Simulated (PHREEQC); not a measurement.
# Polishing slurry liquid: speciation

Dissolve 0.0024 mol/kgw HNO3, 0.0025 mol/kgw K2SO4 and 3.8e-05 mol/kgw CO2 at 20 °C. Closed to the air; pH follows from the charge balance.

Equilibrium calculation in PHREEQC: ion-association model, wateq4f.dat.

The pH is 2.71 and the ionic strength is 0.00925 mol/kgw. The total alkalinity comes out as -2.40 meq/kg.

```csv
species,molality,activity,log γ
K+,0.00495,0.00448,-0.044
NO3-,0.00240,0.00217,-0.044
SO4-2,0.00218,0.00148,-0.168
H+,0.00212,0.00195,-0.038
HSO4-,0.000277,0.000251,-0.043
KSO4-,4.68e-5,4.25e-5,-0.042
CO2,3.80e-5,3.81e-5,0.001
HCO3-,8.94e-9,8.12e-9,-0.042
```

This is a speciation only: nothing precipitates in the calculation. Complexes and solids missing from the database can't appear.
